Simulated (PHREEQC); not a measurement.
Make-up at 25 °C: 0.0052 mol CuSO4 and 0.00077 mol MgSO4 per kg of water. Closed to the air; pH follows from the charge balance.

Equilibrium calculation in PHREEQC: ion-association model, wateq4f.dat.

Precipitation was switched off in this run.

Problem. Estimate the pH, ionic strength.

Solution. pH 5.03; ionic strength 0.0179 mol/kgw.

Problem. In which forms is Cu present?

Solution. Cu+2 75 %, CuSO4 25 % of the Cu.

Examples of supersaturated solids here: Antlerite, Brochantite. Others may be too.
